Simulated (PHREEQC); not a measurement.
**Alkaline etch or developer**

Make-up at 58 °C: 0.0088 mol TMAH, 6e-06 mol H4SiO4 and 8.2e-05 mol K2CO3 per kg of water. Closed to the air; pH follows from the charge balance.

Model: ion-association model, phreeqc.dat, run in PHREEQC.

Each row changes one thing in this solution. This is a speciation only: nothing precipitates in the calculation.

```tsv
case	pH	H3SiO4- (mol/kgw)	H4SiO4 (mol/kgw)	SI of Quartz (SiO2)
as made	10.96	5.58e-6	1.46e-7	-3.29
diluted 100-fold with water	?	?	?	-3.82
temperature from 58 to 65 °C	10.80	5.57e-6	1.81e-7	-3.28
TMAH from 0.0088 to 0.0044 mol/kgw	10.67	5.58e-6	2.91e-7	-2.99
K2CO3 left out	10.96	5.58e-6	1.46e-7	-3.29
H4SiO4 from 6e-06 to 9e-06 mol/kgw	10.96	?	2.19e-7	-3.12
H4SiO4 replaced by H2SiF6 at the same molality	10.96	5.58e-6	1.46e-7	-3.29
temperature from 58 to 55 °C	11.03	5.58e-6	1.32e-7	?
K2CO3 from 8.2e-05 to 7.38e-05 mol/kgw	10.96	5.58e-6	1.46e-7	-3.29
```

Question: Some entries are withheld; supply them.

Answer: 
- diluted 100-fold with water, pH: 9.01
- diluted 100-fold with water, H3SiO4- (mol/kgw): 1.67e-8
- diluted 100-fold with water, H4SiO4 (mol/kgw): 4.33e-8
- H4SiO4 from 6e-06 to 9e-06 mol/kgw, H3SiO4- (mol/kgw): 8.37e-6
- temperature from 58 to 55 °C, SI of Quartz (SiO2): -3.30

(CH3)4N+ isn't in the database: it is added as a free cation with an ion size of 4 Å. Constants without temperature data keep their 25 °C values here. SiF6-2 is the database's only silicon fluoride.
